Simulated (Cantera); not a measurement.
Mixture: CH₃OH : O₂ : N₂ = 1 : 1.36 : 8.73 (molar parts), equivalence ratio 1.1, at 1280 Torr, adiabatic and at constant pressure. Ignition delay is the time to a rise of 400 K.

Cantera simulation using GRI-Mech 3.0 (53 species, 325 reactions); the numbers are that mechanism's predictions, not measurements. GRI-Mech 3.0 was tuned for natural gas; its chemistry of methanol as a main component is partial and can be far from experiment.

Task: What does this change do: constant volume in place of constant pressure?

Result: 
```tsv
quantity	before	after
delay at 1173 K	10.6 ms	10.4 ms
delay at 1323 K	1.12 ms	1.06 ms
delay at 1473 K	0.213 ms	0.190 ms
delay at 1623 K	62.4 µs	51.8 µs
delay at 1773 K	26.1 µs	18.7 µs
apparent activation energy between 1698 and 1848 K	120 kJ/mol	160 kJ/mol
```

Task: What does this change do: pressure from 1280 Torr to 3750 Torr?

Result: 
```json
[
 {"quantity": "delay at 1173 K", "before": "10.6 ms", "after": "4.42 ms"},
 {"quantity": "delay at 1323 K", "before": "1.12 ms", "after": "0.452 ms"},
 {"quantity": "delay at 1473 K", "before": "0.213 ms", "after": "83.0 µs"},
 {"quantity": "delay at 1623 K", "before": "62.4 µs", "after": "23.7 µs"},
 {"quantity": "delay at 1773 K", "before": "26.1 µs", "after": "9.25 µs"},
 {"quantity": "apparent activation energy between 1698 and 1848 K", "before": "120 kJ/mol", "after": "140 kJ/mol"}
]
```
